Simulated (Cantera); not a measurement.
Input: 1 mol Si, 1.7 mol HCl, 3 mol H2, held at 575 °C and 0.410 bar.

Equilibrium computed with Cantera from the NASA thermochemical tables; the gas is ideal and each condensed phase is pure. Candidate condensed phases: Si; 19 gas species. The tables' values for SiCl3 are old estimates; treat these amounts as uncertain. Rates play no part.

Base state: H2 0.888, SiCl4 0.0716, SiHCl3 0.0362, HCl 0.00285, SiH2Cl2 0.00160, SiCl3 0.000104, SiH3Cl 1.69e-5, SiCl2 1.08e-5 (mole fractions); condensed: Si(s).

**Question.** What changes in the equilibrium state with this change: Si replaced by SiCl4?

**Answer.** 
```json
[
 {"species": "H2", "before": "0.888", "after": "0.526"},
 {"species": "HCl", "before": "0.00285", "after": "0.299"},
 {"species": "SiCl4", "before": "0.0716", "after": "0.175"},
 {"species": "SiHCl3", "before": "0.0362", "after": "0.000499"},
 {"species": "SiH3Cl", "before": "1.69e-5", "after": "<1e-9"},
 {"species": "SiH2Cl2", "before": "0.00160", "after": "1.25e-7"},
 {"species": "SiCl2", "before": "1.08e-5", "after": "1.42e-9"},
 {"species": "SiCl3", "before": "0.000104", "after": "1.86e-6"},
 {"species": "Si(s), mol", "before": "0.536", "after": "0"}
]
```

**Question.** What changes in the equilibrium state with this change: pressure from 0.410 bar to 1.10 bar?

**Answer.** 
```
species       before    after
----------  --------  -------
H2             0.888    0.886
SiCl4         0.0716   0.0660
SiHCl3        0.0362   0.0435
SiH3Cl       1.69e-5  3.45e-5
SiCl2        1.08e-5  6.34e-6
SiH2Cl2      0.00160  0.00252
SiCl3       0.000104  7.62e-5
HCl          0.00285  0.00218
Si(s), mol     0.536    0.526
```
